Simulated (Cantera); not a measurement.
Input (Python, Cantera) and output of one run.

```python
import numpy as np
import cantera as ct

gas_names = """
    B BF BF2 BF3 BH BHF2 BH2 BH3 BN B2 F F2 H HF H2 H2F2 H3F3 H4F4 H5F5 H6F6 H7F7 N NF NF2 NF3 NH NH2
    NH3 N2 N2H2 N2H4
""".split()
cond_names = """
    B(b) B(L) BN(s)
""".split()


# ... load() reads the species with a 1 bar reference pressure and builds the phases ...
atoms = {
    'BF3': {'B': 1, 'F': 3},
    'N2': {'N': 2},
    'H2': {'H': 2},
}
top_T = {'BN(s)': 3200}  # K; cautious upper limits of use, not melting points


# ... equilibrate(T, P, feed) seeds the gas with the atoms and calls Mixture.equilibrate('TP', solver="vcs", rtol=1e-11, max_steps=5000) ...
results = []
T = 875  # K
P = 43  # Pa
for m in [0.24, 0.41, 0.68, 1.1, 1.9, 3.2, 5.4, 9, 15, 25, 42, 71]:
    feed = {'BF3': 1, 'N2': 1.1, 'H2': m}  # mol
    mix = equilibrate(T, P, feed)
    results.append((T, P, feed, dict(zip(mix.species_names, mix.species_moles))))

top = {s: max(r[3][s] / sum(r[3][g] for g in gas_names) for r in results) for s in gas_names}
cols = sorted((s for s in top if top[s] > 0.0001), key=lambda s: -top[s])[:5]
seen = [c for c in cond_names if any(r[3].get(c, 0) > 1e-12 for r in results)]
print("log10 of partial pressures in bar; condensed amounts in mol")
print(f"{'n(H2)':>10s}" + "".join(f"{s[:9]:>10s}" for s in cols + seen))
for T, P, feed, n in results:
    ng = sum(n[g] for g in gas_names)
    print(f"{feed['H2']:10.4g}" + "".join(f"{np.log10(max(n[s] / ng * P / 1e5, 1e-99)):10.3f}" for s in cols)
          + "".join(f"{n.get(c, 0):10.4g}" for c in seen))
```

Output:

```
log10 of partial pressures in bar; condensed amounts in mol
     n(H2)        H2        N2       BF3        HF     BN(s)
      0.24    -4.369    -3.695    -3.738    -5.574  0.004836
      0.41    -4.164    -3.726    -3.769    -5.487  0.006339
      0.68    -3.986    -3.771    -3.814    -5.420  0.008179
       1.1    -3.837    -3.832    -3.876    -5.377   0.01041
       1.9    -3.695    -3.930    -3.975    -5.355   0.01369
       3.2    -3.589    -4.053    -4.099    -5.364   0.01776
       5.4    -3.512    -4.205    -4.252    -5.402   0.02304
         9    -3.460    -4.376    -4.425    -5.462   0.02969
        15    -3.425    -4.566    -4.616    -5.540   0.03821
        25    -3.403    -4.768    -4.821    -5.631   0.04912
        42    -3.389    -4.982    -5.039    -5.732    0.0633
        71    -3.380    -5.205    -5.268    -5.841   0.08167
```

These are equilibrium values from Cantera (NASA tables, ideal gas, pure condensed phases), not measurements of a reactor. N2 is the only nitrogen source here; it is nearly inert below about 1500 K, so the nitride shown seldom forms there in practice.
